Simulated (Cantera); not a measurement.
What does this Cantera script print?

```python
import numpy as np
import cantera as ct

gas_names = [...]  # 113 gases of nasa_gas.yaml made of C, Cu, H, O
cond_names = """
    C(gr) C6H6(L) C7H8(L) C8H18(L),n-octa Cu(cr) Cu(L) CuO(s) CuO2H2(s) Cu2O(s) Cu2O(L) H2O(s) H2O(L)
""".split()


# ... load() reads the species with a 1 bar reference pressure and builds the phases ...
atoms = {
    'Cu': {'Cu': 1},
    'CO': {'C': 1, 'O': 1},
    'H2': {'H': 2},
}
top_T = {'C(gr)': 4500, 'CuO(s)': 1390}  # K; cautious upper limits of use, not melting points


# ... equilibrate(T, P, feed) seeds the gas with the atoms and calls Mixture.equilibrate('TP', solver="vcs", rtol=1e-11, max_steps=5000) ...
results = []
feed = {'Cu': 1, 'CO': 14, 'H2': 120}  # mol
P = 1900000  # Pa
for T in [1250, 1300, 1350, 1400, 1450, 1500, 1550, 1600, 1650, 1700, 1750, 1800, 1850, 1900]:
    mix = equilibrate(T, P, feed)
    results.append((T, P, feed, dict(zip(mix.species_names, mix.species_moles))))
    x = sorted(zip(gas.X, gas.species_names), reverse=True)
    print(f"T = {T:g} K  P = {P:g} Pa  gas = {mix.phase_moles(0):.4g} mol")
    print("   x: " + "  ".join(f"{s} {v:.3e}" for v, s in x if v > 0.0001))
    print("   condensed (mol): " + ("  ".join(f"{mix.phase(i).name} {mix.phase_moles(i):.4g}"
          for i in range(1, mix.n_phases) if mix.phase_moles(i) > 1e-12) or "none"))
```

Output:

```
T = 1250 K  P = 1.9e+06 Pa  gas = 122.1 mol
   x: H2 8.390e-01  CO 6.378e-02  CH4 4.859e-02  H2O 4.635e-02  CO2 2.251e-03
   condensed (mol): Cu(cr) 1
T = 1300 K  P = 1.9e+06 Pa  gas = 125.1 mol
   x: H2 8.542e-01  CO 7.467e-02  CH4 3.555e-02  H2O 3.388e-02  CO2 1.680e-03
   condensed (mol): Cu(cr) 1
T = 1350 K  P = 1.9e+06 Pa  gas = 127.4 mol
   x: H2 8.654e-01  CO 8.278e-02  CH4 2.590e-02  H2O 2.470e-02  CO2 1.203e-03
   condensed (mol): Cu(cr) 1
T = 1400 K  P = 1.9e+06 Pa  gas = 129.1 mol
   x: H2 8.735e-01  CO 8.864e-02  CH4 1.895e-02  H2O 1.811e-02  CO2 8.465e-04
   condensed (mol): Cu(L) 1
T = 1450 K  P = 1.9e+06 Pa  gas = 130.4 mol
   x: H2 8.792e-01  CO 9.281e-02  CH4 1.399e-02  H2O 1.341e-02  CO2 5.949e-04
   condensed (mol): Cu(L) 1
T = 1500 K  P = 1.9e+06 Pa  gas = 131.3 mol
   x: H2 8.833e-01  CO 9.577e-02  CH4 1.046e-02  H2O 1.005e-02  CO2 4.211e-04
   condensed (mol): Cu(L) 0.9999
T = 1550 K  P = 1.9e+06 Pa  gas = 131.9 mol
   x: H2 8.862e-01  CO 9.789e-02  CH4 7.931e-03  H2O 7.639e-03  CO2 3.017e-04
   condensed (mol): Cu(L) 0.9999
T = 1600 K  P = 1.9e+06 Pa  gas = 132.4 mol
   x: H2 8.883e-01  CO 9.942e-02  CH4 6.097e-03  H2O 5.889e-03  CO2 2.193e-04
   condensed (mol): Cu(L) 0.9997
T = 1650 K  P = 1.9e+06 Pa  gas = 132.7 mol
   x: H2 8.899e-01  CO 1.005e-01  CH4 4.752e-03  H2O 4.603e-03  CO2 1.619e-04
   condensed (mol): Cu(L) 0.9994
T = 1700 K  P = 1.9e+06 Pa  gas = 133 mol
   x: H2 8.911e-01  CO 1.014e-01  CH4 3.753e-03  H2O 3.646e-03  CO2 1.214e-04
   condensed (mol): Cu(L) 0.9989
T = 1750 K  P = 1.9e+06 Pa  gas = 133.2 mol
   x: H2 8.919e-01  CO 1.020e-01  CH4 3.000e-03  H2O 2.926e-03
   condensed (mol): Cu(L) 0.9979
T = 1800 K  P = 1.9e+06 Pa  gas = 133.4 mol
   x: H2 8.925e-01  CO 1.025e-01  CH4 2.426e-03  H2O 2.378e-03
   condensed (mol): Cu(L) 0.9962
T = 1850 K  P = 1.9e+06 Pa  gas = 133.5 mol
   x: H2 8.930e-01  CO 1.028e-01  CH4 1.982e-03  H2O 1.956e-03  H 1.168e-04
   condensed (mol): Cu(L) 0.9933
T = 1900 K  P = 1.9e+06 Pa  gas = 133.6 mol
   x: H2 8.933e-01  CO 1.031e-01  CH4 1.635e-03  H2O 1.627e-03  H 1.721e-04
   condensed (mol): Cu(L) 0.9886
```

Cantera equilibrium calculation (NASA polynomials, part measured and part estimated; ideal gas, pure solids and liquids).
